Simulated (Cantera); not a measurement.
A Cantera script and its output.

```python
import numpy as np
import cantera as ct

gas = ct.Solution("gri30.yaml")
gas.TPX = 775, 500000, {'C2H4': 1, 'O2': 3.53, 'N2': 13.3, 'H2O': 0.95}
inlet = ct.Reservoir(gas, clone=True)
gas.equilibrate("HP")  # start burning
reactor = ct.IdealGasConstPressureReactor(gas, energy="on", clone=False)
exhaust = ct.Reservoir(gas, clone=True)
tau = [0.034, 0.021, 0.013, 0.0077, 0.0047, 0.0028, 0.0017, 0.001, 0.00063, 0.00039, 0.00023, 0.00014, 8.6e-05][0]
for a, b in ((inlet, reactor), (reactor, exhaust)):
    ct.MassFlowController(a, b, mdot=lambda t: reactor.mass / tau)
net = ct.ReactorNet([reactor])
show = ['C2H4', 'O2', 'H2O', 'NO2', 'CH2']

rows = []
print(f"{'tau/s':>10s}{'T/K':>9s}" + "".join(f"{s:>11s}" for s in show))
for tau in [0.034, 0.021, 0.013, 0.0077, 0.0047, 0.0028, 0.0017, 0.001, 0.00063, 0.00039, 0.00023, 0.00014, 8.6e-05]:
    net.initial_time = 0.0
    net.advance(30 * tau)
    before = gas.X
    net.advance(40 * tau)
    drift = np.max(np.abs(gas.X - before) / (gas.X + 1e-9))
    rows.append([gas.T, *gas[show].X, drift])
    print(f"{tau:10.3e}{gas.T:9.1f}" + "".join(f"{x:11.3e}" for x in gas[show].X))
```

Result:

```
     tau/s      T/K       C2H4         O2        H2O        NO2        CH2
 3.400e-02   2450.0  4.674e-07  2.814e-02  1.507e-01  4.253e-06  2.755e-08
 2.100e-02   2450.3  7.475e-07  2.850e-02  1.507e-01  3.788e-06  4.437e-08
 1.300e-02   2450.2  1.188e-06  2.892e-02  1.506e-01  3.247e-06  7.114e-08
 7.700e-03   2449.2  1.961e-06  2.945e-02  1.504e-01  2.621e-06  1.187e-07
 4.700e-03   2446.7  3.125e-06  2.999e-02  1.502e-01  2.060e-06  1.912e-07
 2.800e-03   2441.6  5.046e-06  3.061e-02  1.498e-01  1.554e-06  3.129e-07
 1.700e-03   2433.2  7.899e-06  3.129e-02  1.493e-01  1.168e-06  4.970e-07
 1.000e-03   2419.2  1.248e-05  3.216e-02  1.486e-01  8.577e-07  7.989e-07
 6.300e-04   2401.7  1.823e-05  3.309e-02  1.476e-01  6.539e-07  1.185e-06
 3.900e-04   2377.6  2.656e-05  3.427e-02  1.464e-01  4.893e-07  1.750e-06
 2.300e-04   2344.1  3.967e-05  3.584e-02  1.446e-01  3.498e-07  2.625e-06
 1.400e-04   2306.0  5.766e-05  3.759e-02  1.427e-01  2.518e-07  3.773e-06
 8.600e-05   2263.0  8.381e-05  3.958e-02  1.406e-01  1.819e-07  5.324e-06
```

Cantera simulation using GRI-Mech 3.0 (53 species, 325 reactions); the numbers are that mechanism's predictions, not measurements. GRI-Mech 3.0 was tuned for natural gas; its chemistry of ethylene as a main component is partial and can be far from experiment.
